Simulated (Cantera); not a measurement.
Input: 1 mol S, 0.32 mol SO₂, 0.15 mol O₂, equilibrated at 10.0 Torr.

Equilibrium computed with Cantera from the NASA thermochemical tables; the gas is ideal and each condensed phase is pure. Candidate condensed phases: S; 17 gas species. Ions and electrons are included (thermal ionisation). Rates play no part.

Q: At 2727 °C, list the 7 most abundant gas species with their mole fractions, and the condensed phases.

A: S 0.399, SO 0.377, O 0.105, SO₂ 0.0744, S₂ 0.0332, O₂ 0.0114, S₂O 0.000297. Condensed: gas only.
